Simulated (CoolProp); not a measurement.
Vapour-liquid equilibrium of dimethyl ether (1) + n-hexane (2) at 1.51 bar; x and y are mole fractions of (1).

Model: multi-fluid Helmholtz-energy mixture model, Wu 2011 and Thol 2019; pair parameters Bell 2016, in CoolProp.

```
x      bubble temperature, mixture model (°C)  bubble temperature, Raoult's law (°C)  y, mixture model  y, Raoult's law
-----  --------------------------------------  -------------------------------------  ----------------  ---------------
0.05                                     58.9                                   61.5             0.520            0.496
0.125                                     ___                                   41.7             0.808            0.770
0.2                                      21.4                                   28.9             0.901            0.874
0.275                                    12.3                                   19.8             0.939            0.923
0.35                                      ___                                   12.9               ___            0.950
0.425                                     1.8                                    7.4             0.970            0.966
0.5                                      -1.6                                    2.9             0.977            0.977
0.575                                    -4.2                                   -0.9               ___            0.984
0.65                                     -6.5                                   -4.2             0.986            0.989
0.725                                     ___                                   -7.1             0.989            0.993
0.8                                     -10.3                                   -9.6               ___            0.995
0.875                                     ___                                  -11.9             0.995            0.997
0.95                                    -14.0                                  -13.9             0.998            0.999
```

Q: Some entries are withheld; supply them.

A: 
- 0.125, bubble temperature, mixture model (°C): 35.5
- 0.35, bubble temperature, mixture model (°C): 6.2
- 0.35, y, mixture model: 0.959
- 0.575, y, mixture model: 0.982
- 0.725, bubble temperature, mixture model (°C): -8.5
- 0.8, y, mixture model: 0.992
- 0.875, bubble temperature, mixture model (°C): -12.1

The largest gap from Raoult's law is -7.5 K in bubble temperature, at x = 0.275. No azeotrope shows between x = 0.05 and 0.95.

Pair parameters are fitted to limited data, so mixtures are less certain than the pure fluids.
